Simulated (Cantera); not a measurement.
An isothermal, constant-pressure homogeneous reactor starts with CO : O2 : H2O : N2 = 0.025 : 0.028 : 0.0067 : 1 (molar parts), equivalence ratio 0.45, at 1125 K and 7500 Torr.

Detailed kinetics in Cantera: GRI-Mech 3.0 (53 species, 325 reactions).

x: mole fraction; the columns are a selection and need not sum to one.

```csv
t (s),x CO,x O2,x H2O,x NO,x H2,x NO2,x HO2
4.00e-5,0.0236,0.0264,0.00632,<1e-12,3.32e-12,<1e-12,6.25e-10
0.000115,0.0236,0.0264,0.00632,<1e-12,2.77e-11,<1e-12,4.14e-9
0.000328,0.0236,0.0264,0.00632,<1e-12,2.31e-10,<1e-12,2.11e-8
0.000940,0.0236,0.0264,0.00632,<1e-12,…,<1e-12,1.24e-7
0.00269,0.0236,0.0264,0.00632,<1e-12,…,<1e-12,1.98e-6
0.00771,0.0227,0.0260,0.00631,2.12e-11,…,2.44e-11,6.68e-6
0.0221,0.0199,0.0246,0.00631,2.10e-10,…,3.05e-10,6.77e-6
0.0632,0.0137,0.0216,0.00633,1.33e-9,…,2.30e-9,6.02e-6
0.181,0.00548,0.0175,0.00637,4.39e-9,…,1.14e-8,4.02e-6
0.519,0.000988,0.0153,0.00639,5.07e-9,…,2.88e-8,1.54e-6
1.49,0.000103,0.0149,0.00640,3.83e-9,…,3.79e-8,3.28e-7
4.26,3.71e-6,0.0148,0.00640,1.34e-8,…,2.94e-8,2.35e-8
12.2,1.60e-10,0.0148,0.00640,4.22e-8,3.89e-11,8.19e-10,3.37e-10
34.9,1.66e-10,0.0148,0.00640,4.22e-8,4.04e-11,8.76e-10,3.39e-10
100,1.66e-10,0.0148,0.00640,4.22e-8,4.04e-11,8.77e-10,3.39e-10
```

What belongs in the gaps?


- 0.000940, x H2: 2.67e-9
- 0.00269, x H2: 1.20e-7
- 0.00771, x H2: 6.48e-6
- 0.0221, x H2: 1.99e-5
- 0.0632, x H2: 2.21e-5
- 0.181, x H2: 1.04e-5
- 0.519, x H2: 1.75e-6
- 1.49, x H2: 1.79e-7
- 4.26, x H2: 8.91e-9
